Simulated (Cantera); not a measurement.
A closed system holds: 1 mol n-butane, 0.0078 mol O₂, 0.23 mol N₂, held at 3023 K and 1.00 Torr.

Equilibrium computed with Cantera from the NASA thermochemical tables; the gas is ideal and each condensed phase is pure. Candidate condensed phases: C, C₆H₆, C₇H₈, C₈H₁₈, H₂O; 136 gas species. Kinetics and transport are ignored.

Base state: H 0.804, C₃ 0.0877, C 0.0314, H₂ 0.0300, N₂ 0.0143, C₂ 0.0135, CN 0.00809, C₂H 0.00420 (mole fractions); condensed: gas only.

Question: What changes in the equilibrium state with this change: temperature from 3023 K to 1125 K?

Answer: 
```tsv
species	before	after
H₂	0.0300	0.953
N₂	0.0143	0.0438
CO	0.00136	0.00297
H	0.804	1.19e-6
C₃	0.0877	<1e-9
C	0.0314	<1e-9
C₂	0.0135	<1e-9
CN	0.00809	<1e-9
C₂H	0.00420	<1e-9
C(graphite), mol	0	3.98
```
